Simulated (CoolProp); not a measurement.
Vapour-liquid equilibrium of n-octane (1) + ethylbenzene (2) at 0.00995 bar; x and y are mole fractions of (1).

The numbers come from the multi-fluid Helmholtz-energy mixture model, Beckmüller 2019 and Zhou 2012; pair parameters Bell 2016 in CoolProp.

```
x      bubble temperature, mixture model (°C)  bubble temperature, Raoult's law (°C)  y, mixture model  y, Raoult's law
-----  --------------------------------------  -------------------------------------  ----------------  ---------------
0.05                                     19.8                                   20.3             0.100            0.072
0.125                                    18.6                                   19.7             0.221            0.174
0.2                                      17.7                                   19.2             0.319            0.269
0.275                                    17.0                                   18.6             0.401            0.359
0.35                                     16.4                                   18.1             0.472            0.443
0.425                                    15.9                                   17.6             0.536            0.522
0.5                                      15.5                                   17.1             0.595            0.596
0.575                                    15.1                                   16.7             0.652            0.666
0.65                                     14.9                                   16.2             0.708            0.733
0.725                                    14.6                                   15.8             0.764            0.796
0.8                                      14.5                                   15.4             0.822            0.855
0.875                                    14.3                                   14.9             0.884            0.912
0.95                                     14.3                                   14.5             0.951            0.966
```

The largest gap from Raoult's law is -1.7 K in bubble temperature, at x = 0.35. No azeotrope shows between x = 0.05 and 0.95.

Pair parameters are fitted to limited data, so mixtures are less certain than the pure fluids.
